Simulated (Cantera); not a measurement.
## Silicon epitaxy and polysilicon growth: Si2H6 + Cl2 + H2

A closed system holds: 1 mol Si2H6, 0.0067 mol Cl2, 14 mol H2, equilibrated at 923.15 K and 26000 Pa.

Method: chemical equilibrium by Gibbs-energy minimisation in Cantera with the NASA 1993 tables (ideal gas, pure condensed phases). Candidate condensed phases: Si; 19 gas species. The feed counts by its element totals alone. The numbers say what is thermodynamically allowed, not how fast it happens.

```
Item           Result
----------  ---------
x(H2)           0.999
x(HCl)       0.000676
x(SiHCl3)     2.27e-5
x(SiH2Cl2)    1.17e-5
x(SiCl4)      4.29e-6
x(SiH3Cl)     1.49e-6
n(Si(s))     2.00 mol
gas amount  17.01 mol
```
